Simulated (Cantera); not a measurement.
Charge: 1 mol CaCO₃, 0.016 mol C, 0.13 mol H₂O, at 0.0100 bar.

These are equilibrium values from Cantera (NASA tables, ideal gas, pure condensed phases), not measurements of a reactor. Candidate condensed phases: C, C₆H₆, C₇H₈, C₈H₁₈, Ca, CaCO₃, CaO, Ca(OH)₂, H₂O; 115 gas species. Equilibrium is a limit: real reactors are often held back by kinetics, nucleation or transport. All values below are at 1900 K.

Base state: CO₂ 0.830, H₂O 0.110, CO 0.0465, O₂ 0.00961, OH 0.00187, H₂ 0.00146, H 0.000303, O 0.000292 (mole fractions); condensed: CaO(s).

**Question.** What changes in the equilibrium state with this change: pressure from 0.0100 bar to 4.00 bar?

**Answer.** 
```tsv
species	before	after
CO₂	0.830	0.859
H₂O	0.110	0.112
CO	0.0465	0.0273
O₂	0.00961	7.46e-5
O	0.000292	1.29e-6
H	0.000303	1.16e-5
OH	0.00187	0.000126
H₂	0.00146	0.000849
CaO(s), mol	1.000	1.000
```

**Question.** What changes in the equilibrium state with this change: H₂O from 0.13 to 0.016 mol?

**Answer.** 
```tsv
species	before	after
CO₂	0.830	0.923
CO	0.0465	0.0509
H₂O	0.110	0.0147
H₂	0.00146	0.000193
H	0.000303	0.000110
OH	0.00187	0.000692
O₂	0.00961	0.00990
O	0.000292	0.000297
CaO(s), mol	1.000	1.000
```
